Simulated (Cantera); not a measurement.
An isothermal, constant-pressure homogeneous reactor starts with NO : N₂ = 1.6 : 0.95 (molar parts), at 2075 K and 27.0 Torr.

Computed with Cantera and GRI-Mech 3.0 (53 species, 325 reactions). Radical loss at walls, strong at low pressure, is not modelled.

Problem. Predict: x(NO) at 1.00 s; x(O₂) at 1.00 s; x(NO₂) at 1.00 s; x(N₂) at 1.00 s; x(N₂O) at 1.00 s; x(O) at 1.00 s.

Solution. 
* **x(NO) at 1.00 s**: 0.475 (gas-phase equilibrium 0.0105)
* **x(O₂) at 1.00 s**: 0.0751 (gas-phase equilibrium 0.306)
* **x(NO₂) at 1.00 s**: 8.04e-5 (gas-phase equilibrium 3.68e-6)
* **x(N₂) at 1.00 s**: 0.448 (gas-phase equilibrium 0.680)
* **x(N₂O) at 1.00 s**: 7.11e-5 (gas-phase equilibrium 1.04e-7)
* **x(O) at 1.00 s**: 0.00187 (gas-phase equilibrium 0.00342)
